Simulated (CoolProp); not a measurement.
Toluene at 359.91 K and 0.027 MPa flows at 0.14 m/s in a round tube of 20 mm bore and 0.25 µm roughness, fully developed (64/Re and Nu = 3.66 if laminar; Colebrook and Gnielinski if turbulent). Each further row changes one setting.

Computed with CoolProp (reference Helmholtz-energy equation of state, Lemmon 2006). It is a short technical equation, of lower accuracy than the large ones.

| case | Reynolds number | Darcy friction factor | pressure drop (Pa/m) | heat-transfer coefficient (W/(m² K)) | mass flow (kg/h) |
|---|---|---|---|---|---|
| as stated | 284 | 0.226 | 0.0932 | 2.87 | 0.133 |
| velocity 0.28 m/s | 567 | 0.113 | 0.186 | 2.87 | 0.267 |
| diameter 40 mm | 567 | 0.113 | 0.0233 | 1.44 | 0.534 |

Viscosity comes from a separate model (Avgeri 2015). Thermal conductivity comes from a separate model (Assael 2012).
